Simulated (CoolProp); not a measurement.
Vapour-liquid equilibrium of C3F8 (R218) (1) + c-C4F8 (RC318) (2) at 306 K; x and y are mole fractions of (1).

Values from CoolProp's multi-fluid Helmholtz-energy mixture model, Lemmon 2006 and Platzer 1990; pair parameters Bell 2016. This equation is an older, rougher fit; its heat capacities, sound speeds and derivatives of the liquid may be far off and weren't checked against measurements.

Problem. Give the bubble pressure and the first vapour's composition at x = 0.35, 0.5, 0.8. Is there an azeotrope?

Solution. x = 0.35: 0.5274 MPa, y = 0.517; x = 0.5: 0.6263 MPa, y = 0.692; x = 0.8: 0.8757 MPa, y = 0.913. No azeotrope shows between x = 0.05 and 0.95.

Pair parameters are fitted to limited data, so mixtures are less certain than the pure fluids.
